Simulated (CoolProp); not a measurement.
Vapour-liquid equilibrium of n-heptane (1) + p-xylene (2) at 386 K; x and y are mole fractions of (1).

Model: multi-fluid Helmholtz-energy mixture model, Span 2003 and Zhou 2012; pair parameters Bell 2016, in CoolProp.

| x | bubble pressure, mixture model (MPa) | bubble pressure, Raoult's law (MPa) | y, mixture model | y, Raoult's law |
|---|---|---|---|---|
| 0.05 | 0.05567 | 0.05380 | 0.166 | 0.141 |
| 0.2 | (withheld) | 0.06933 | (withheld) | 0.439 |
| 0.35 | 0.09097 | 0.08485 | 0.631 | 0.628 |
| 0.5 | 0.1059 | 0.1004 | 0.746 | 0.758 |
| 0.65 | (withheld) | 0.1159 | (withheld) | 0.853 |
| 0.8 | 0.1337 | 0.1314 | 0.910 | 0.926 |
| 0.95 | 0.1475 | 0.1470 | 0.978 | 0.983 |

Task: Some entries are withheld; supply them.

Result: 
- 0.2, bubble pressure, mixture model (MPa): 0.07455
- 0.2, y, mixture model: 0.464
- 0.65, bubble pressure, mixture model (MPa): 0.1200
- 0.65, y, mixture model: 0.835

The largest gap from Raoult's law is +7.5 % in bubble pressure, at x = 0.2. No azeotrope shows between x = 0.05 and 0.95.

The pair parameters rest on a limited set of measurements; away from them the model extrapolates.
